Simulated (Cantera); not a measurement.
A Cantera script and its output.

```python
import numpy as np
import cantera as ct

gas = ct.Solution("gri30.yaml")
gas.TPX = 2523, 1333, {'CH4': 0.046, 'H2': 1, 'O2': 0.01, 'H2O': 0.0011}
reactor = ct.IdealGasConstPressureReactor(gas, energy="off", clone=False)
net = ct.ReactorNet([reactor])
net.rtol, net.atol = 1e-08, 1e-18
show = ['CH4', 'H2', 'O2', 'C2H', 'CO2', 'H2O']
times = np.geomspace(6e-06, 1, 15)

steps = ct.SolutionArray(gas, extra=["t"])
rows = []
print(f"{'t/s':>10s}{'T/K':>9s}{'P/Pa':>11s}" + "".join(f"{s:>11s}" for s in show))
for t in times:
    while net.time < t:
        t_next = net.step()
        steps.append(gas.state, t=t_next)
    rows.append([np.interp(t, steps.t, y) for y in (steps.T, steps.P, *steps(*show).X.T)])
    print(f"{t:10.3e}{rows[-1][0]:9.1f}{rows[-1][1]:11.4g}" + "".join(f"{x:11.3e}" for x in rows[-1][2:]))
rate = np.gradient(steps.T, steps.t)
print("integrator steps:", len(steps.t))
if steps.T.max() > steps.T[0] + 200:
    print(f"time of steepest temperature rise: {steps.t[rate.argmax()]:.4e} s")
gas.TPX = 2523, 1333, {'CH4': 0.046, 'H2': 1, 'O2': 0.01, 'H2O': 0.0011}
gas.equilibrate("TP")
print(f"equilibrium (TP): T = {gas.T:.1f} K  " + "  ".join(f"{s} {gas[s].X[0]:.3e}" for s in show))
```

It prints:

```
       t/s      T/K       P/Pa        CH4         H2         O2        C2H        CO2        H2O
 6.000e-06   2523.0       1333  4.331e-02  9.458e-01  9.450e-03  2.557e-16  1.380e-10  1.043e-03
 1.416e-05   2523.0       1333  4.304e-02  9.455e-01  9.431e-03  2.891e-14  2.132e-09  1.061e-03
 3.343e-05   2523.0       1333  4.240e-02  9.446e-01  9.358e-03  3.714e-12  3.489e-08  1.172e-03
 7.891e-05   2523.0       1333  4.077e-02  9.424e-01  9.015e-03  4.585e-10  5.779e-07  1.800e-03
 1.863e-04   2523.0       1333  3.640e-02  9.353e-01  7.261e-03  5.503e-08  7.997e-06  5.097e-03
 4.396e-04   2523.0       1333  2.596e-02  9.203e-01  1.937e-03  3.542e-06  4.286e-05  1.489e-02
 1.038e-03   2523.0       1333  1.333e-02  9.202e-01  1.137e-05  2.284e-05  2.563e-05  1.774e-02
 2.449e-03   2523.0       1333  4.521e-03  9.229e-01  2.049e-08  4.400e-05  7.224e-06  1.651e-02
 5.782e-03   2523.0       1333  1.321e-03  9.204e-01  2.243e-08  5.731e-05  1.040e-05  1.428e-02
 1.365e-02   2523.0       1333  6.479e-04  9.153e-01  1.603e-08  6.194e-05  1.476e-05  9.923e-03
 3.221e-02   2523.0       1333  2.992e-04  9.072e-01  3.585e-09  6.259e-05  9.582e-06  3.685e-03
 7.604e-02   2523.0       1333  5.454e-05  8.883e-01  1.833e-11  7.450e-05  6.147e-07  1.880e-04
 1.795e-01   2523.0       1333  4.893e-06  8.527e-01  3.774e-19  1.090e-04  5.713e-11  1.709e-08
 4.237e-01   2523.0       1333  2.046e-06  8.033e-01  1.385e-19  1.592e-04  2.290e-11  6.636e-09
 1.000e+00   2523.0       1333  1.246e-06  7.678e-01  8.677e-20  1.972e-04  1.432e-11  4.046e-09
integrator steps: 1808
equilibrium (TP): T = 2523.0 K  CH4 1.156e-06  H2 7.614e-01  O2 8.168e-20  C2H 2.042e-04  CO2 1.336e-11  H2O 3.759e-09
```

Detailed kinetics in Cantera: GRI-Mech 3.0 (53 species, 325 reactions). GRI-Mech 3.0 stops at C3 and has no aromatics, soot or wall deposition, so with more carbon than oxygen in the feed, carbon stays in small species such as C2H2 where larger ones or solid carbon would form. Radical loss at walls, strong at low pressure, is not modelled.
